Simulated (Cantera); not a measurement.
Low-pressure radical oxidation in H2/O2

A perfectly stirred reactor is fed with 5.93 % H2, 94.1 % O2, at 15.8 Torr; it is held at 998 K, and followed from long to short residence time.

Model: the H2/O2 subset of GRI-Mech 3.0, which has no nitrogen chemistry, integrated in Cantera. Radical loss at walls, strong at low pressure, is not modelled. The temperature is held fixed by assumption; the heat of reaction is taken as removed at once.

```tsv
τ (s)	x H2	x O2	x OH	x HO2	x O	x H2O
3.8	0.000215	0.939	0.000193	2.62e-6	0.000329	0.0607
1.6	0.000356	0.938	0.000266	3.64e-6	0.000565	0.0605
0.69	0.000574	0.938	0.000367	4.87e-6	0.000942	0.0602
0.30	0.000915	0.937	0.000509	6.30e-6	0.00153	0.0597
0.13	0.00145	0.936	0.000713	7.89e-6	0.00245	0.0589
0.054	0.00237	0.934	0.00102	9.58e-6	0.00390	0.0574
0.023	0.00381	0.932	0.00143	1.10e-5	0.00590	0.0549
0.010	0.00612	0.928	0.00193	1.20e-5	0.00831	0.0510
0.0043	0.0100	0.924	0.00250	1.24e-5	0.0106	0.0449
0.0018	0.0170	0.922	0.00297	1.21e-5	0.0115	0.0359
```
x: mole fraction; the columns are a selection and need not sum to one.
